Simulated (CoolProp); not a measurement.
Properties of R365MFC along the isotherm 336.6 K.

Values from CoolProp's reference Helmholtz-energy equation of state, Lemmon 2016.

```tsv
p (bar)	phase	Z	cv (kJ/(kg K))
0.155	gas	0.9950	1.000
0.25	gas	0.9918	1.001
0.404	gas	0.9867	1.003
0.653	gas	0.9783	1.006
1.06	gas	0.9640	1.010
1.71	gas	0.9400	1.019
2.76	liquid	0.01247	1.095
4.45	liquid	0.02010	1.095
7.19	liquid	0.03245	1.095
11.6	liquid	0.05228	1.095
18.8	liquid	0.08453	1.095
30.3	liquid	0.1357	1.095
49	liquid	0.2183	1.095
```
